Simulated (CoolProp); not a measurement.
The fluid at 293.15 K and 0.0744 MPa (gas) is heated at constant pressure to 449.3 K. The same conditions are run with several fluids, on thermodynamics alone (safety and materials aside).

Values from CoolProp's reference Helmholtz-energy equation of state of each fluid (neopentane: Lemmon 2006; fluoroethane (R161): Wu 2012; oxygen: Schmidt 1985; carbon monoxide: Lemmon 2006).

```tsv
fluid	heat (kJ/kg)	final density (kg/m³)
neopentane	319	1.45
fluoroethane (R161)	229	0.960
oxygen	146	0.637
carbon monoxide	163	0.558
```

Above 300 K oxygen's equation is extrapolated.
